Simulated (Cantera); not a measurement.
A closed system holds: 1 mol B₂O₃, a varied amount of NF₃, 13 mol O₂, equilibrated at 1350 °C and 8.50 Pa.

Method: chemical equilibrium by Gibbs-energy minimisation in Cantera with the NASA 1993 tables (ideal gas, pure condensed phases). Candidate condensed phases: B, BN, B₂O₃; 31 gas species. The numbers say what is thermodynamically allowed, not how fast it happens.

Task: At 4.6 mol NF₃, list the 6 most abundant gas species with their mole fractions, and the condensed phases.

Result: O₂ 0.543, F 0.293, N₂ 0.0858, BF₃ 0.0751, O 0.00152, NO 0.00113. Condensed: gas only.
